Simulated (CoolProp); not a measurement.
The fluid at 282.14 K and 0.503 MPa is compressed adiabatically to 1.94 MPa with isentropic efficiency 0.7. The same conditions are run with several fluids, on thermodynamics alone (safety and materials aside).

Values from CoolProp's reference Helmholtz-energy equation of state of each fluid (hydrogen chloride: Thol 2018; nitrous oxide: Lemmon 2006; ethylene: Smukala 2000; CF4 (R14): Platzer 1990; nitrogen: Span 2000). The equations of Platzer and Polt are older, rougher fits.

```tsv
fluid	work (kJ/kg)	final temperature (K)	final density (kg/m³)
hydrogen chloride	146	467.2	18.7
nitrous oxide	115	411.6	___
ethylene	176	___	___
CF4 (R14)	54.9	___	___
nitrogen	___	___	13.8
```

Complete the blanks.


- nitrous oxide, final density (kg/m³): 25.9
- ethylene, final temperature (K): 393.7
- ethylene, final density (kg/m³): 17.4
- CF4 (R14), final temperature (K): 361.9
- CF4 (R14), final density (kg/m³): 58.5
- nitrogen, work (kJ/kg): 198
- nitrogen, final temperature (K): 471.2
